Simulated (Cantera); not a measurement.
Input: 1 mol PbO, 0.59 mol CO, 5.7 mol N2, at 2273 K and 7.70 bar.

These are equilibrium values from Cantera (NASA tables, ideal gas, pure condensed phases), not measurements of a reactor. Candidate condensed phases: C, Pb, PbO, PbO2, Pb3O4; 27 gas species. Gases not in the tables: (PbO)n polymers. Equilibrium is a limit: real reactors are often held back by kinetics, nucleation or transport.

Base state: N2 0.779, Pb 0.0792, CO2 0.0745, PbO 0.0574, CO 0.00623, O2 0.00178, NO 0.00136, Pb2 0.000146 (mole fractions); condensed: gas only.

What changes in the equilibrium state with this change: PbO replaced by Fe3O4?


```tsv
species	before	after
N2	0.779	0.874
CO2	0.0745	0.0889
O2	0.00178	0.0294
Pb	0.0792	0
PbO	0.0574	0
FeO	0	1.18e-5
Pb2	0.000146	0
NO	0.00136	0.00584
O	6.44e-5	0.000262
FeO(l), mol	0	3.00
```
The tables' stoichiometric FeO is somewhat more stable than real wüstite, so its field is too wide. FeO: taken at fixed stoichiometry. Further candidate phases: Fe, Fe(CO)5, FeO, Fe2O3, Fe3O4.
